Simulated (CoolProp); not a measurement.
Values from CoolProp's reference Helmholtz-energy equation of state, Schroeder 2014.

Question: Give the vapour pressure (kPa), vapour density (kg/m³), liquid cp (kJ/(kg K)), liquid conductivity (mW/(m K)) of saturated ethanol at 347.9, 356.4, 433.1 K.

Answer: 
| T (K) | p (kPa) | vapour density (kg/m³) | liquid cp (kJ/(kg K)) | liquid conductivity (mW/(m K)) |
|---|---|---|---|---|
| 347.9 | 87.5 | 1.44 | 2.89 | 155 |
| 356.4 | 122 | 1.97 | 2.98 | 154 |
| 433.1 | 1260 | 19.2 | 3.97 | 141 |

Thermal conductivity comes from a separate model (Assael 2013).
